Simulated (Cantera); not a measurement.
## Thermodynamics of tantalum, niobium, vanadium and zirconium in process gases, feed V + N2O + H2

Charge: 1 mol V, 15 mol N2O, a varied amount of H2, equilibrated at 1225 K and 0.0330 bar.

Equilibrium computed with Cantera from the NASA thermochemical tables; the gas is ideal and each condensed phase is pure. Candidate condensed phases: H2O, V, VN, VO, V2O3, V2O4, V2O5; 28 gas species. Condensed phases not in the tables: the oxides between V2O3 and V2O5 other than VO2. Kinetics and transport are ignored.

At 13 mol H2 the condensed part is V2O4(s). From 16 mol H2 to 96 mol H2 the condensed part is V2O3(s).

```csv
n(H2) (mol),log p H2,log p N2,log p H2O,log p O2,log p OH,log p H,log p NH3,log p NO,n V2O4(s),n V2O3(s)
13,-6.21,-1.75,-1.81,-6.56,-7.26,-9.61,<-13,-7.39,0.500,0
16,-2.57,-1.80,-1.84,<-13,-9.10,-7.79,-8.53,-11.08,0,0.500
21,-2.16,-1.86,-1.91,<-13,-9.37,-7.59,-7.94,-11.59,0,0.500
27,-1.97,-1.93,-1.97,<-13,-9.53,-7.49,-7.69,-11.88,0,0.500
35,-1.85,-2.00,-2.05,<-13,-9.67,-7.43,-7.54,-12.12,0,0.500
45,-1.76,-2.08,-2.13,<-13,-9.80,-7.39,-7.45,-12.32,0,0.500
58,-1.70,-2.17,-2.21,<-13,-9.91,-7.35,-7.40,-12.51,0,0.500
75,-1.65,-2.26,-2.31,<-13,-10.03,-7.33,-7.37,-12.70,0,0.500
96,-1.61,-2.35,-2.40,<-13,-10.14,-7.31,-7.36,-12.87,0,0.500
```
log p: log10 of the partial pressure in bar; n: condensed amount in mol.
